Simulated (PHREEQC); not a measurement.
A PHREEQC speciation (ion-association model, wateq4f.dat) at 25 °C gives pH 6.07 and these molalities:

```json
[
 {"species": "Cl-", "mol/kgw": "0.00809"},
 {"species": "Cd+2", "mol/kgw": "0.00324"},
 {"species": "CdCl+", "mol/kgw": "0.00162"},
 {"species": "CdCl2", "mol/kgw": "4.36e-5"},
 {"species": "H+", "mol/kgw": "9.42e-7"},
 {"species": "CdOHCl", "mol/kgw": "6.97e-7"}
]
```

**Question.** What are the element totals, and what could have been dissolved in 1 kg of water to give them?

**Answer.** Several could match; the one computed here: totals Cd 0.00490, Cl 0.00980 mol/kgw, from 0.0049 mol CdCl2 per kg of water.

This is a speciation only: nothing precipitates in the calculation. Species that the database lacks are ignored.
